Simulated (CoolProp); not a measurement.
Values from CoolProp's reference Helmholtz-energy equation of state, Thol 2019.

Problem. Give the vapour pressure (MPa), liquid density (kg/m³), vapour density (kg/m³), enthalpy of vaporisation (kJ/kg) of saturated tetradecamethylhexasiloxane (MD4M) at 268.95 °C.

Solution. 
| T (°C) | p (MPa) | liquid density (kg/m³) | vapour density (kg/m³) | enthalpy of vaporisation (kJ/kg) |
|---|---|---|---|---|
| 268.95 | 0.124 | 625 | 14.6 | 93.8 |
